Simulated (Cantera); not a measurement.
Feed: 1 mol Pb, 5.8 mol CO, 2.1 mol H2, equilibrated at 0.133 bar.

These are equilibrium values from Cantera (NASA tables, ideal gas, pure condensed phases), not measurements of a reactor. Candidate condensed phases: C, C6H6, C7H8, C8H18, H2O, Pb, PbO, PbO2, Pb3O4; 113 gas species. Rates play no part.

Problem. What share of the Pb ends up in condensed phases as a function of T (K), at 723, 823, 923, 1023, 1123, 1223, 1323, 1423?

Solution. 
```json
[
 {"T (K)": "723", "Pb condensed (%)": "100.0", "as": "Pb(l)"},
 {"T (K)": "823", "Pb condensed (%)": "100.0", "as": "Pb(l)"},
 {"T (K)": "923", "Pb condensed (%)": "100.0", "as": "Pb(l)"},
 {"T (K)": "1023", "Pb condensed (%)": "99.8", "as": "Pb(l)"},
 {"T (K)": "1123", "Pb condensed (%)": "98.9", "as": "Pb(l)"},
 {"T (K)": "1223", "Pb condensed (%)": "94.6", "as": "Pb(l)"},
 {"T (K)": "1323", "Pb condensed (%)": "78.6", "as": "Pb(l)"},
 {"T (K)": "1423", "Pb condensed (%)": "27.5", "as": "Pb(l)"}
]
```
